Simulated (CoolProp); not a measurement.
Vapour-liquid equilibrium of R22 (1) + n-pentane (2) at 0.312 MPa; x and y are mole fractions of (1).

Values from CoolProp's multi-fluid Helmholtz-energy mixture model, Kamei 1995 and Thol 2019; pair parameters Bell 2016.

| x | bubble temperature (°C) | y at the bubble point | dew temperature at overall composition x (°C) | liquid density (mol/L) |
|---|---|---|---|---|
| 0.05 | 52.4 | 0.451 | 71.6 | 8.367 |
| 0.15 | 25.5 | 0.790 | 67.4 | 9.129 |
| 0.25 | 11.7 | 0.886 | 62.9 | 9.748 |
| 0.35 | … | 0.924 | 58.0 | 10.32 |
| 0.45 | -0.6 | 0.943 | 52.5 | 10.90 |
| 0.55 | -3.7 | 0.955 | 46.3 | … |
| 0.65 | -6.0 | 0.964 | 38.9 | 12.18 |
| 0.75 | -8.1 | … | 29.9 | 12.93 |
| 0.85 | -10.1 | 0.981 | 17.6 | 13.78 |
| 0.95 | -12.4 | 0.993 | -2.4 | 14.78 |

### Question
What belongs in the gaps?

### Answer

- 0.35, bubble temperature (°C): 4.0
- 0.55, liquid density (mol/L): 11.52
- 0.75, y at the bubble point: 0.972

No azeotrope shows between x = 0.05 and 0.95.

The pair parameters rest on a limited set of measurements; away from them the model extrapolates.
